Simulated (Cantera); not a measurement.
Cantera with NASA thermochemical tables; ideal gases at 1 bar, condensed phases pure. Values are per mole of reaction as written; species without (g) are pure solids or liquids, kept so even where they would boil at 1 bar.

0.6667 Fe + Cl2(g) ⇌ 0.6667 FeCl3(g), with ΔH° = -168.7 kJ and ΔS° = -11.8 J/K at 300 K.

**Question.** How far is the shortcut ΔG° ≈ ΔH°(300 K) − T·ΔS°(300 K) from the full temperature-dependent value at 2073, 2223, 2373, 2523, 2673, 2823 K?

**Answer.** 
```csv
T (K),shortcut (kJ),full (kJ),difference (kJ),difference in log10 K,condensed phases
2073,-144.3,-131.6,-12.7,0.32,Fe(l)
2223,-142.5,-127.0,-15.5,0.36,Fe(l)
2373,-140.7,-122.2,-18.5,0.41,Fe(l)
2523,-139.0,-117.4,-21.6,0.45,Fe(l)
2673,-137.2,-112.4,-24.8,0.49,Fe(l)
2823,-135.4,-107.2,-28.2,0.52,Fe(l)
```
The shortcut ignores heat capacities and the phase changes listed.
